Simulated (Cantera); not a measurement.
A closed system holds: 1 mol CH3Cl, 0.027 mol F2, 1.3 mol H2, at 700 °C and 11000 Pa.

Cantera equilibrium calculation (NASA polynomials, part measured and part estimated; ideal gas, pure solids and liquids). Rates play no part.

```
species            before     after
----------------  -------  --------
H2                  0.675     0.360
H                 2.68e-9     0.356
HCl                 0.303     0.138
Cl                1.13e-9    0.0922
C2H2 (acetylene)    <1e-9    0.0276
HF                 0.0163    0.0123
C3                  <1e-9   0.00607
C2H                 <1e-9   0.00518
C                   <1e-9  0.000909
C4H2                <1e-9  0.000880
C2                  <1e-9  0.000625
C2HCl               <1e-9  0.000256
C(graphite), mol    0.979     0.604
```
Gas species are given as mole fractions.

Question: Which change was made?
(A) CH3Cl replaced by CCl4
(B) temperature from 700 °C to 500 °C
(C) temperature from 700 °C to 1425 °C
(D) temperature from 700 °C to 2800 °C

Answer: D, temperature from 700 °C to 2800 °C
